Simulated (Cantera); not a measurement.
## Silicon epitaxy and polysilicon growth: SiH4 + HCl + H2

Charge: 1 mol SiH4, 1.1 mol HCl, 820 mol H2, held at 752 °C and 0.850 bar.

Equilibrium computed with Cantera from the NASA thermochemical tables; the gas is ideal and each condensed phase is pure. Candidate condensed phases: Si; 19 gas species. Rates play no part.

x(H2): 0.999
x(HCl): 0.00119
x(SiHCl3): 2.54e-5
x(SiH2Cl2): 2.03e-5
x(SiH3Cl): 4.17e-6
x(SiCl4): 3.54e-6
x(SiCl2): 2.55e-6
n(Si(s)): 0.953 mol
gas amount: 823.1 mol
